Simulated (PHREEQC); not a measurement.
Consider water at 89 °C with 4.2 mmol/kgw CuSO4, 0.35 mmol/kgw HBF4 and 0.38 mmol/kgw Na2SO4. It is in equilibrium with CO2 at log p = -3.4 (atm). Otherwise closed; pH follows from the charge balance.

Model: ion-association model, phreeqc.dat, run in PHREEQC.

Each row changes one thing in this solution. This is a speciation only: nothing precipitates in the calculation.

```csv
case,pH,ionic strength (mol/kgw),SO4-2 (mol/kgw),HF (mol/kgw),F- (mol/kgw),HSO4- (mol/kgw)
as made,3.55,0.0137,0.00321,0.000769,0.000589,0.000314
CuSO4 from 0.0042 to 0.0084 mol/kgw,3.62,0.0239,0.00571,0.000692,0.000642,0.000434
temperature from 89 to 75 °C,___,0.0139,0.00328,0.000741,0.000616,0.000267
HBF4 from 0.00035 to 0.000385 mol/kgw,3.53,0.0137,0.00320,0.000869,0.000625,0.000333
CuSO4 left out,3.41,0.00149,0.000322,0.000929,0.000463,5.64e-5
HBF4 replaced by HF at the same molality,3.97,___,0.00336,0.000113,0.000225,0.000126
temperature from 89 to 70 °C,3.43,0.0139,0.00330,0.000729,0.000628,___
```

Fill in the missing entries.


- temperature from 89 to 75 °C, pH: 3.46
- HBF4 replaced by HF at the same molality, ionic strength (mol/kgw): 0.0135
- temperature from 89 to 70 °C, HSO4- (mol/kgw): 0.000251

Complexes and solids missing from the database can't appear. Away from 25 °C the constants follow the database's enthalpies or fits; those with neither stay at their 25 °C values. Real BF4- forms and hydrolyses slowly; the run takes it at equilibrium.
